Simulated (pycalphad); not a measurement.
CALPHAD calculation (pycalphad, COST 507 light-alloy database (1999)), 1 atm. The database dates from 1999; later assessments differ in places, in temperatures and in the compounds included. Kinetics are ignored, which matters at the lower temperatures.

## Cu-8.55Si (at.%): equilibrium cooling sequence

```
T (°C)              phases above             phases below
-------  -----------------------  -----------------------
984.4                     LIQUID          FCC_A1 + LIQUID
907.7            FCC_A1 + LIQUID                   FCC_A1
494.7                     FCC_A1  CU56SI11_GAMMA + FCC_A1
394 ± 2  CU56SI11_GAMMA + FCC_A1     CU19SI6_ETA + FCC_A1
```

Changes were sought between steps of 50 K, so a narrower field can be missed.

Database names, with the compositions (at.%) that they take in these runs: CU56SI11_GAMMA: Cu 84 Si 16; CU19SI6_ETA: Cu 76 Si 24. FCC_A1 is fcc.
